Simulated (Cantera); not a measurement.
Feed: 1 mol borazine, 0.36 mol O₂, 140 mol H₂, equilibrated at 1000 Pa.

Cantera equilibrium calculation (NASA polynomials, part measured and part estimated; ideal gas, pure solids and liquids). Candidate condensed phases: B, BN, B₂O₃, B₃O₃H₃, H₂O; 39 gas species. The feed counts by its element totals alone. The tables' values for BH₂ are old estimates; treat these amounts as uncertain. Equilibrium is a limit: real reactors are often held back by kinetics, nucleation or transport.

Problem. At 2398 K, list the 5 most abundant gas species with their mole fractions, and the condensed phases.

Solution. H₂ 0.836, H 0.144, N₂ 0.00955, B 0.00312, BO 0.00288. Condensed: B(l).
